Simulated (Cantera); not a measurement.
An isothermal, constant-pressure homogeneous reactor starts with H2 : O2 : N2 = 0.021 : 1 : 1.5 (molar parts), equivalence ratio 0.011, at 1175 K and 20.0 Torr.

Model: GRI-Mech 3.0 (53 species, 325 reactions), integrated in Cantera. Radical loss at walls, strong at low pressure, is not modelled.

Task: Predict: x(H2) at 2.00 s; x(O2) at 2.00 s; x(NO) at 2.00 s; x(H) at 2.00 s.

Result: 
```json
{
  "x(H2) at 2.00 s": "1.56e-7 (gas-phase equilibrium 6.14e-10)",
  "x(O2) at 2.00 s": "0.394 (gas-phase equilibrium 0.394)",
  "x(NO) at 2.00 s": "7.12e-8 (gas-phase equilibrium 0.000193)",
  "x(H) at 2.00 s": "7.01e-8 (gas-phase equilibrium 1.87e-11)"
}
```
